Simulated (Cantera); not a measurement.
Charge: 1 mol CaO, 0.73 mol F₂, 15 mol O₂, at 1425 K and 7.50 Torr.

These are equilibrium values from Cantera (NASA tables, ideal gas, pure condensed phases), not measurements of a reactor. Candidate condensed phases: Ca, CaF₂, CaO; 13 gas species. Mutual solubility and eutectic melting of coexisting phases are not modelled. The numbers say what is thermodynamically allowed, not how fast it happens.

Base state: O₂ 1.000, CaF₂ 4.03e-5, O 1.39e-5 (mole fractions); condensed: CaF₂(s) + CaO(s).

### Question
What changes in the equilibrium state with this change: 0.012 mol NH₃ added?

### Answer
```tsv
species	before	after
O₂	1.000	0.998
HF	0	0.00164
N₂	0	0.000370
CaF₂	4.03e-5	4.03e-5
H₂O	0	0.000346
NO	0	3.93e-5
OH	0	1.08e-5
O	1.39e-5	1.39e-5
CaF₂(s), mol	0.729	0.717
CaO(s), mol	0.270	0.283
```
Further candidate phases: Ca(OH)₂, H₂O.
